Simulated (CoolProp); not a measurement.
Model: reference Helmholtz-energy equation of state, Lemmon 2006, in CoolProp. It is a short technical equation, of lower accuracy than the large ones.

### Question
Give the vapour pressure (MPa), liquid density (kg/m³), vapour density (kg/m³) of saturated C2F6 (R116) at 227.8, 231.3, 252.3 K.

### Answer
| T (K) | p (MPa) | liquid density (kg/m³) | vapour density (kg/m³) |
|---|---|---|---|
| 227.8 | 0.443 | 1450 | 37.0 |
| 231.3 | 0.505 | 1430 | 42.1 |
| 252.3 | 1.02 | 1300 | 87.3 |
